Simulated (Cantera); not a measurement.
Charge: 1 mol SiCl4, 10 mol NH3, held at 1075 K and 10000 Pa.

Equilibrium computed with Cantera from the NASA thermochemical tables; the gas is ideal and each condensed phase is pure. Candidate condensed phases: NH4Cl, Si, Si3N4; 28 gas species. Kinetics and transport are ignored.

### Question
What is the equilibrium state?

### Answer
| Item | Result |
|---|---|
| x(H2) | 0.611 |
| x(N2) | 0.204 |
| x(HCl) | 0.184 |
| x(SiCl4) | 0.000930 |
| x(SiHCl3) | 3.85e-5 |
| x(NH3) | 7.90e-6 |
| x(SiCl3) | 6.63e-6 |
| n(Si3N4(s)) | 0.326 mol |
| gas amount | 21.33 mol |
| log10 activity of Si(s) (absent) | -5.16 |
